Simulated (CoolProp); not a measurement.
Values from CoolProp's reference Helmholtz-energy equation of state, Lemmon 2006. It is a short technical equation, of lower accuracy than the large ones.

Give the vapour pressure (bar), vapour density (kg/m³), enthalpy of vaporisation (kJ/kg) of saturated isohexane at 116.65 °C.


| T (°C) | p (bar) | vapour density (kg/m³) | enthalpy of vaporisation (kJ/kg) |
|---|---|---|---|
| 116.65 | 4.56 | 14.1 | 276 |
